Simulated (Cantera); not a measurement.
## Thermodynamics of boron, boron nitride and boron oxide, feed borazine + NH3

Feed: 1 mol borazine, 19 mol NH3, at 0.110 bar.

These are equilibrium values from Cantera (NASA tables, ideal gas, pure condensed phases), not measurements of a reactor. Candidate condensed phases: B, BN; 15 gas species. The feed counts by its element totals alone. The tables' values for BH2 are old estimates; treat these amounts as uncertain. Gases not in the tables: B2H6 and higher boranes. Rates play no part.

From 1398 K to 2298 K the condensed part is BN(s). At 2448 K the condensed part is B(l).

```tsv
T (K)	x H2	x N2	x H	x BH2	x B	n BN(s)	n B(l)
1398	0.768	0.232	1.25e-5	2.62e-10	<1e-12	3.00	0
1548	0.768	0.232	8.14e-5	1.06e-8	<1e-12	3.00	0
1698	0.768	0.232	0.000382	2.20e-7	1.53e-11	3.00	0
1848	0.767	0.232	0.00140	2.77e-6	1.55e-9	3.00	0
1998	0.765	0.231	0.00423	2.37e-5	7.85e-8	3.00	0
2148	0.758	0.230	0.0109	0.000149	2.28e-6	2.99	0
2298	0.745	0.229	0.0249	0.000726	4.25e-5	2.97	0
2448	0.695	0.252	0.0500	0.00237	0.000473	0	2.87
```
x: gas mole fraction; n: condensed amount in mol.
